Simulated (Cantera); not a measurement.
Mixture: CH3OH : O2 : N2 = 1 : 3.12 : 11.8 (molar parts), equivalence ratio 0.48, at 7500 Torr, adiabatic and at constant volume. Ignition delay is the time to a rise of 400 K.

Model: GRI-Mech 3.0 (53 species, 325 reactions), integrated in Cantera. GRI-Mech 3.0 was tuned for natural gas; its chemistry of methanol as a main component is partial and can be far from experiment.

Question: Predict: delay at 1200 K; delay at 1350 K; delay at 1500 K; delay at 1650 K; delay at 1800 K; apparent activation energy between 1650 and 1800 K.

Answer: 
```
Item                                                     Value
--------------------------------------------------  ----------
delay at 1200 K                                        1.71 ms
delay at 1350 K                                       0.188 ms
delay at 1500 K                                        36.0 µs
delay at 1650 K                                        10.3 µs
delay at 1800 K                                        3.77 µs
apparent activation energy between 1650 and 1800 K  170 kJ/mol
```
